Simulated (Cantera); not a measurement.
Ignition delay

Mixture: CO : H₂ : O₂ : N₂ : CO₂ = 1 : 0.079 : 1.15 : 4.32 : 0.57 (molar parts), equivalence ratio 0.47, at 0.415 atm, adiabatic and at constant volume. Ignition delay is the time to a rise of 400 K.

Model: GRI-Mech 3.0 (53 species, 325 reactions), integrated in Cantera. Where the delays flatten at high temperature, the 400 K rule measures the pace of heat release, not the induction time.

```tsv
T0 (K)	delay (ms)
973	2.03
1073	0.910
1173	0.625
1273	0.524
1373	0.502
1473	0.530
1573	0.597
1673	0.696
1773	0.824
1873	0.981
```
